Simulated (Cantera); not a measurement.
A closed system holds: 1 mol borazine, 8.6 mol O2, 7.7 mol N2, 2.8 mol H2, at 1202 °C.

Equilibrium computed with Cantera from the NASA thermochemical tables; the gas is ideal and each condensed phase is pure. Candidate condensed phases: B, BN, B2O3, B3O3H3, H2O; 39 gas species. The feed counts by its element totals alone. Gases not in the tables: H3BO3. The numbers say what is thermodynamically allowed, not how fast it happens.

Q: Which condensed phases are stable at each of these points (P (Pa)): 10, 63, 400, 2500, 16000, 100000?

A: 
| P (Pa) | condensed phases | B condensed (%) |
|---|---|---|
| 10 | gas only | 0.0 |
| 63 | gas only | 0.0 |
| 400 | B2O3(l) | 0.2 |
| 2500 | B2O3(l) | 58.5 |
| 16000 | B2O3(l) | 82.9 |
| 100000 | B2O3(l) | 91.8 |

From 10.0 Pa to 63.0 Pa nothing is condensed. From 4.00 mbar to 1.00 bar the condensed part is B2O3(l).
